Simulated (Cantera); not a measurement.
Feed: 1 mol toluene, 0.36 mol H2O, 12 mol N2, 0.046 mol NH3, held at 7.50 Torr.

Method: chemical equilibrium by Gibbs-energy minimisation in Cantera with the NASA 1993 tables (ideal gas, pure condensed phases). Candidate condensed phases: C, C6H6, C7H8, C8H18, H2O; 136 gas species. The numbers say what is thermodynamically allowed, not how fast it happens.

x: gas mole fraction; n: condensed amount in mol.

| T (K) | x N2 | x H2 | x H | x HCN | x CO | x HNC | n C(graphite) |
|---|---|---|---|---|---|---|---|
| 1300 | 0.715 | 0.263 | 5.68e-6 | 8.98e-5 | 0.0214 | … | 6.64 |
| 1500 | 0.715 | 0.263 | 9.03e-5 | 0.000459 | 0.0214 | … | 6.63 |
| 1700 | 0.714 | 0.262 | 0.000754 | 0.00158 | 0.0214 | … | 6.61 |
| 1900 | 0.712 | 0.259 | 0.00404 | 0.00418 | 0.0214 | … | 6.56 |
| 2100 | 0.705 | 0.248 | 0.0155 | 0.00897 | 0.0212 | … | 6.47 |
| 2300 | 0.690 | 0.225 | 0.0459 | 0.0162 | 0.0209 | … | 6.30 |
| 2500 | 0.662 | 0.180 | 0.107 | 0.0245 | 0.0203 | … | 6.06 |
| 2700 | 0.623 | 0.118 | 0.196 | 0.0306 | 0.0192 | … | 5.73 |

### Question
Some entries are withheld; supply them.

### Answer

- 1300, x HNC: 7.17e-7
- 1500, x HNC: 7.74e-6
- 1700, x HNC: 4.74e-5
- 1900, x HNC: 0.000196
- 2100, x HNC: 0.000606
- 2300, x HNC: 0.00147
- 2500, x HNC: 0.00287
- 2700, x HNC: 0.00443
